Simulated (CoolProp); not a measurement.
R113 along the isobar 2.2 bar: fugacity coefficient from the reference equation and from simpler models built on Tc = 487.2 K, pc = 33.92 bar, ω = 0.253; each cubic takes its own stable root.

The numbers come from the reference Helmholtz-energy equation of state, Marx 1992 in CoolProp.

```
T (K)   phase  reference
-----  ------  ---------
337.8  liquid     0.7420
355.8     gas     0.9397
373.9     gas     0.9487
391.9     gas     0.9560
409.9     gas     0.9619
427.9     gas     0.9668
445.9     gas     0.9710
464       gas     0.9745
482       gas     0.9775
500       gas     0.9801
```

### Question
How far does each simpler model (van der Waals, Soave-Redlich-Kwong, Peng-Robinson) lie from the reference over these 10 states: mean and median of the absolute difference, and the worst?

### Answer
- van der Waals: mean 3.7 %, median 0.8 %, worst +28.7 % at 337.8 K and 2.2 bar
- Soave-Redlich-Kwong: mean 0.1 %, median 0.0 %, worst +0.3 % at 337.8 K and 2.2 bar
- Peng-Robinson: mean 0.3 %, median 0.3 %, worst -0.3 % at 427.9 K and 2.2 bar

At some of these states van der Waals gives the other phase, because its saturation line lies elsewhere.
